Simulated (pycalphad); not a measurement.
Computed with pycalphad from the COST 507 light-alloy database (1999), at 1 atm. The data set is of 1999 and partly superseded. Phase fractions are per mole of atoms.

Give the equilibrium state of Al-1.31Si-1.98C (at.%) at 1550 K.


```
T = 1550.00 K, P = 101325 Pa, N = 1 mol of atoms
G = -87542 J/mol, H = 46451 J/mol, S = 86.45 J/(mol K)  (SER reference)
chemical potentials (J/mol): Al -87456, Si -123340, C -68024
phase             fraction      x(Al)      x(Si)       x(C)
LIQUID              0.9543     0.9861     0.0137   0.000228
AL4C3               0.0457     0.5709   0.000572     0.4286
```

Give the equilibrium state of Al-1.31Si-1.98C (at.%) at 650 K.

fcc, fraction 0.946, with 0.19 Si, <0.01 C at.%; AL8SIC7, fraction 0.045, with 6.2 Si, 43.8 C at.%; diamond (Si), fraction 0.009, with >99.99 Si, <0.01 C at.%.

Database names, with the compositions (at.%) that they take in these runs: AL4C3: Al 57 C 43; AL8SIC7: Al 50 C 44 Si 6.
